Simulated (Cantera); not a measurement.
Input (Python, Cantera) and output of one run.

```python
import numpy as np
import cantera as ct

gas_names = """
    CL NaCL
""".split()
cond_names = """
    Na(cr) Na(L)
""".split()


# ... load() reads the species with a 1 bar reference pressure and builds the phases ...
species = {s.name: s for s in load("nasa_gas.yaml", gas_names) + load("nasa_condensed.yaml", cond_names)}
# Each term lists the table entries of one substance; the one whose range holds T is used.
reactions = {
    'Cl(g) + Na = NaCl(g)':
        [(-1, ['CL']), (-1, ['Na(cr)', 'Na(L)']), (1, ['NaCL'])],
}


def pick(names, T):
    return next(species[n] for n in names if species[n].thermo.min_temp <= T <= species[n].thermo.max_temp)


results = []
for label, terms in reactions.items():
    print(label)
    print("     T/K   dH/kJ  dS/(J/K)   dG/kJ   log10 K")
    for T in [300, 375, 475, 575, 675, 775, 875, 975]:
        used = [(nu, pick(names, T)) for nu, names in terms]
        dH = sum(nu * s.thermo.h(T) for nu, s in used) / 1e6
        dS = sum(nu * s.thermo.s(T) for nu, s in used) / 1e3
        dG = dH - T * dS / 1e3
        logK = -dG * 1e6 / (ct.gas_constant * T * np.log(10))
        results.append((label, T, dH, dS, dG, logK, [s.name for _, s in used]))
        print(f"{T:8g} {dH:8.1f} {dS:8.1f} {dG:8.1f} {logK:8.2f}")
```

It prints:

```
Cl(g) + Na = NaCl(g)
     T/K   dH/kJ  dS/(J/K)   dG/kJ   log10 K
     300   -302.7     13.2   -306.7    53.40
     375   -306.5      2.7   -307.5    42.84
     475   -308.2     -1.3   -307.6    33.82
     575   -309.8     -4.4   -307.3    27.92
     675   -311.4     -6.8   -306.7    23.74
     775   -312.8     -8.8   -306.0    20.62
     875   -314.2    -10.5   -305.0    18.21
     975   -315.5    -11.9   -303.9    16.28
```

Cantera with NASA thermochemical tables; ideal gases at 1 bar, condensed phases pure. Condensed species are held in their standard states even where they would react or evaporate.
